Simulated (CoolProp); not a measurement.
Saturation properties of chlorine.

Values from CoolProp's reference Helmholtz-energy equation of state, Thol 2021.

```tsv
T (K)	p (kPa)	enthalpy of vaporisation (kJ/kg)	liquid cp (kJ/(kg K))	vapour Z
257.2	210.5	?	?	0.9557
261.3	244.8	273.8	0.9517	0.9509
265.3	282.2	271.2	0.9546	0.9459
269.4	324.9	268.6	?	0.9404
273.5	372.4	265.8	0.9618	0.9346
277.5	423.5	263.1	0.9658	0.9287
281.6	481.3	260.3	0.9703	0.9222
285.6	?	257.4	0.9750	0.9156
289.7	612.4	254.4	0.9803	0.9085
293.8	688.1	251.3	?	0.9011
297.8	768.4	248.2	0.9922	0.8936
```

**Question.** Some entries are withheld; supply them.

**Answer.** 
- 257.2, enthalpy of vaporisation (kJ/kg): 276.3
- 257.2, liquid cp (kJ/(kg K)): 0.9490
- 269.4, liquid cp (kJ/(kg K)): 0.9580
- 285.6, p (kPa): 543.1
- 293.8, liquid cp (kJ/(kg K)): 0.9861

It boils at 239.2 K under 1 atm.
